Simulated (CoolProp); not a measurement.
Model: reference Helmholtz-energy equation of state, Thol 2017, in CoolProp.

Give the vapour pressure (MPa), liquid cp (kJ/(kg K)), vapour Z, surface tension (mN/m) of saturated octamethyltrisiloxane (MDM) at 61.65 °C.


```tsv
T (°C)	p (MPa)	liquid cp (kJ/(kg K))	vapour Z	surface tension (mN/m)
61.65	0.00395	1.87	0.993	13.4
```

Surface tension comes from a separate correlation (Mulero 2014), older than this fluid's equation and unchecked against measurements.
